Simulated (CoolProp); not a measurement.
Vapour-liquid equilibrium of carbon dioxide (1) + CH3F (R41) (2) at -34.35 °C; x and y are mole fractions of (1).

The numbers come from the multi-fluid Helmholtz-energy mixture model, Span 1996 and Lemmon 2006; pair parameters Bell 2016 in CoolProp.

| x | bubble pressure, mixture model (kPa) | bubble pressure, Raoult's law (kPa) | y, mixture model | y, Raoult's law |
|---|---|---|---|---|
| 0.05 | 730.1 | 731.4 | 0.077 | 0.084 |
| 0.15 | 778.5 | 783.9 | … | 0.235 |
| 0.25 | 825.7 | 836.4 | 0.341 | 0.368 |
| 0.35 | … | 888.9 | 0.455 | 0.484 |
| 0.45 | 921.3 | 941.4 | 0.559 | 0.588 |
| 0.55 | 971.3 | 993.9 | 0.656 | 0.681 |
| 0.65 | … | 1046 | 0.746 | 0.764 |
| 0.75 | 1079 | 1099 | … | 0.840 |
| 0.85 | … | 1151 | 0.904 | 0.908 |
| 0.95 | 1199 | 1204 | 0.970 | 0.971 |

Problem. Fill in the missing entries.

Solution. 
- 0.15, y, mixture model: 0.217
- 0.35, bubble pressure, mixture model (kPa): 873.0
- 0.65, bubble pressure, mixture model (kPa): 1024
- 0.75, y, mixture model: 0.829
- 0.85, bubble pressure, mixture model (kPa): 1138

The largest gap from Raoult's law is -2.3 % in bubble pressure, at x = 0.55. No azeotrope shows between x = 0.05 and 0.95.

The pair parameters rest on a limited set of measurements; away from them the model extrapolates.
